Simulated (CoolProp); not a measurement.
m-xylene along the isotherm 346.85 °C: density (kg/m³) from the reference equation and from simpler models built on Tc = 343.7 °C, pc = 3.535 MPa, ω = 0.326; each cubic takes its own stable root.

Values from CoolProp's reference Helmholtz-energy equation of state, Zhou 2012.

| p (MPa) | phase | reference |
|---|---|---|
| 0.0559 | gas | 1.158 |
| 0.106 | gas | 2.207 |
| 0.201 | gas | 4.227 |
| 0.381 | gas | 8.170 |
| 0.722 | gas | 16.11 |
| 1.37 | gas | 33.32 |
| 2.59 | gas | 79.82 |
| 4.92 | supercritical | 451.0 |
| 9.32 | supercritical | 523.4 |
| 17.7 | supercritical | 579.0 |

Task: How far does each simpler model (ideal gas, Redlich-Kwong, Soave-Redlich-Kwong, Peng-Robinson) lie from the reference over these 10 states: mean and median of the absolute difference, and the worst?

Result: 
- ideal gas: mean 24.2 %, median 11.5 %, worst -77.5 % at 346.85 °C and 4.92 MPa
- Redlich-Kwong: mean 5.1 %, median 0.9 %, worst -19.9 % at 346.85 °C and 4.92 MPa
- Soave-Redlich-Kwong: mean 5.2 %, median 0.9 %, worst -20.4 % at 346.85 °C and 4.92 MPa
- Peng-Robinson: mean 1.9 %, median 0.2 %, worst -12.0 % at 346.85 °C and 4.92 MPa
